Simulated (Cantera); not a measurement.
Cantera run:

```python
import numpy as np
import cantera as ct

gas_names = """
    H H2 N NH NH2 NH3 N2 N2H2 N2H4 Si SiH SiH2 SiH3 SiH4 SiN Si2 Si2N Si3
""".split()
cond_names = """
    Si(cr) Si(L) Si3N4(a)
""".split()


def load(file, names, dense=False):
    # The tables refer to 1 bar. Condensed volumes are neglected.
    table = {s.name: s for s in ct.Species.list_from_file(file)}
    out = []
    for n in names:
        d = dict(table[n].input_data)
        d["thermo"] = dict(d["thermo"], **{"reference-pressure": 1e5})
        if dense:
            d["equation-of-state"] = {"model": "constant-volume", "density": "1e6 g/cm^3"}
        out.append(ct.Species.from_dict(d))
    return out


gas = ct.Solution(thermo="ideal-gas", species=load("nasa_gas.yaml", gas_names))
cond = {s.name: ct.Solution(thermo="fixed-stoichiometry", species=[s], name=s.name)
        for s in load("nasa_condensed.yaml", cond_names, dense=True)}
atoms = {
    'SiH4': {'Si': 1, 'H': 4},
    'NH3': {'N': 1, 'H': 3},
}
top_T = {'Si3N4(a)': 2400}  # K; cautious upper limits of use, not melting points


def equilibrate(T, P, feed):
    n = {}
    for name, mol in feed.items():
        for a, k in atoms[name].items():
            n[a] = n.get(a, 0.0) + k * mol
    gas.TPX = T, P, n
    mass = sum(n.values()) * gas.mean_molecular_weight
    gas.equilibrate("TP")
    valid = [c for c in cond.values() if c.min_temp <= T <= top_T.get(c.name, c.max_temp)]
    mix = ct.Mixture([(gas, mass / gas.mean_molecular_weight)] + [(c, 0.0) for c in valid])
    mix.T, mix.P = T, P
    mix.equilibrate("TP", solver="vcs", rtol=1e-11, max_steps=5000)
    return mix


results = []
feed = {'SiH4': 1, 'NH3': 0.13}  # mol
T = 1400  # K
P = 8700  # Pa
mix = equilibrate(T, P, feed)
results.append((T, P, feed, dict(zip(mix.species_names, mix.species_moles))))
x = sorted(zip(gas.X, gas.species_names), reverse=True)
print(f"T = {T:g} K  P = {P:g} Pa  gas = {mix.phase_moles(0):.4g} mol")
print("   x: " + "  ".join(f"{s} {v:.3e}" for v, s in x if v > 1e-05))
print("   condensed (mol): " + ("  ".join(f"{mix.phase(i).name} {mix.phase_moles(i):.4g}"
      for i in range(1, mix.n_phases) if mix.phase_moles(i) > 1e-12) or "none"))
```

Output:

```
T = 1400 K  P = 8700 Pa  gas = 2.195 mol
   x: H2 9.999e-01  N2 6.592e-05  H 1.649e-05
   condensed (mol): Si(cr) 0.9027  Si3N4(a) 0.03243
```

Method: chemical equilibrium by Gibbs-energy minimisation in Cantera with the NASA 1993 tables (ideal gas, pure condensed phases). Mutual solubility and eutectic melting of coexisting phases are not modelled.
